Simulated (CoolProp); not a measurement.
Vapour-liquid equilibrium of ethylene (1) + isobutane (2) at 250.8 K; x and y are mole fractions of (1).

The numbers come from the multi-fluid Helmholtz-energy mixture model, Smukala 2000 and Bücker 2006; pair parameters Bell 2016 in CoolProp.

Question: Give the bubble pressure and the first vapour's composition at x = 0.45, 0.65, 0.75. Is there an azeotrope?

Answer: x = 0.45: 9.277 bar, y = 0.948; x = 0.65: 13.97 bar, y = 0.973; x = 0.75: 16.50 bar, y = 0.982. No azeotrope shows between x = 0.05 and 0.95.

The pair parameters rest on a limited set of measurements; away from them the model extrapolates.
